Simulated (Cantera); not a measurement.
A closed system holds: 1 mol CH3SiCl3, 2.6 mol HCl, 6 mol H2, held at 1350 K and 10.0 Torr.

Cantera equilibrium calculation (NASA polynomials, part measured and part estimated; ideal gas, pure solids and liquids). Candidate condensed phases: C, C6H6, C7H8, C8H18, Si, SiC; 109 gas species. The feed counts by its element totals alone. The tables' values for SiCl3 are old estimates; treat these amounts as uncertain. Equilibrium is a limit: real reactors are often held back by kinetics, nucleation or transport.

Base state: H2 0.539, HCl 0.449, SiCl4 0.00534, SiCl2 0.00400, SiCl3 0.00207, SiHCl3 0.000367, CH4 2.23e-5, H 1.52e-5 (mole fractions); condensed: C(graphite) + SiC(s).

Q: What changes in the equilibrium state with this change: pressure from 10.0 Torr to 2.78 Torr?

A: 
| species | before | after |
|---|---|---|
| H2 | 0.539 | 0.528 |
| HCl | 0.449 | 0.464 |
| SiCl2 | 0.00400 | 0.00436 |
| SiCl4 | 0.00534 | 0.00175 |
| CH4 | 2.23e-5 | 5.95e-6 |
| SiHCl3 | 0.000367 | 0.000114 |
| Cl | 1.05e-5 | 2.08e-5 |
| C(graphite), mol | 0.136 | 0.0863 |
| SiC(s), mol | 0.864 | 0.914 |

Q: What changes in the equilibrium state with this change: temperature from 1350 K to 2275 K?

A: 
```
species            before     after
----------------  -------  --------
H2                  0.539     0.527
HCl                 0.449     0.331
H                 1.52e-5    0.0534
SiCl2             0.00400    0.0498
Cl                1.05e-5    0.0242
Si                  <1e-9   0.00748
SiC2                <1e-9  0.000946
Si2C                <1e-9  0.000562
SiCl              1.21e-8   0.00364
SiH                 <1e-9  0.000241
C(graphite), mol    0.136     0.696
SiC(s), mol         0.864     0.224
```
The tables' values for SiCl, SiCl3 are old estimates; treat these amounts as uncertain. Gases not in the tables: Si2H6 and higher silanes.
